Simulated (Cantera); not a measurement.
Charge: 1 mol BCl₃, 16 mol H₂O, 44 mol H₂, at 0.0440 bar.

These are equilibrium values from Cantera (NASA tables, ideal gas, pure condensed phases), not measurements of a reactor. Candidate condensed phases: B, B₂O₃, B₃O₃H₃, H₂O; 33 gas species. Gases not in the tables: H₃BO₃. Equilibrium is a limit: real reactors are often held back by kinetics, nucleation or transport.

Q: Which condensed phases are stable at each of these points (T (K)): 1298, 1323, 1348, 1373, 1398, 1423, 1448, 1473, 1498?

A: 
| T (K) | condensed phases | B condensed (%) |
|---|---|---|
| 1298 | B₂O₃(l) | 53.8 |
| 1323 | B₂O₃(l) | 39.6 |
| 1348 | B₂O₃(l) | 21.2 |
| 1373 | gas only | 0.0 |
| 1398 | gas only | 0.0 |
| 1423 | gas only | 0.0 |
| 1448 | gas only | 0.0 |
| 1473 | gas only | 0.0 |
| 1498 | gas only | 0.0 |

From 1298 K to 1348 K the condensed part is B₂O₃(l). From 1373 K to 1498 K nothing is condensed.
